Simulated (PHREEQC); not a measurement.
A PHREEQC speciation (ion-association model, phreeqc.dat) at 45 °C gives pH 11.94 and these molalities:

| species | mol/kgw |
|---|---|
| Na+ | 0.731 |
| NaCO3- | 0.507 |
| CO3-2 | 0.0826 |
| OH- | 0.0585 |
| HCO3- | 0.000423 |
| NaHCO3 | 6.06e-5 |
| H3SiO4- | 3.28e-6 |
| H2SiO4-2 | 2.01e-6 |
| H4SiO4 | 6.99e-9 |

**Question.** What are the element totals, and what could have been dissolved in 1 kg of water to give them?

**Answer.** Several could match; the one computed here: totals C(4) 0.590, Na 1.24, Si 5.30e-6 mol/kgw, from 0.058 mol NaOH, 5.3e-06 mol H4SiO4 and 0.59 mol Na2CO3 per kg of water.

Precipitation was switched off in this run. Caution: at this ionic strength the ion-association model is outside its range; a Pitzer model would be the better tool where its parameters exist. At this temperature some constants are extrapolated from 25 °C, and those without enthalpy data are left unchanged.
